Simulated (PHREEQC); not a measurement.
A solution holds 0.0015 mol MgSO4 per kg of water, at 20 °C. Closed to the air; pH follows from the charge balance.

Computed with PHREEQC (ion-association model, phreeqc.dat).

No solid was allowed to form.

**Question.** Estimate the ionic strength.

**Answer.** ionic strength 0.00523 mol/kgw.

**Question.** In which forms is Mg present?

**Answer.** Mg+2 87 %, MgSO4 13 % of the Mg.

Species that the database lacks are ignored.
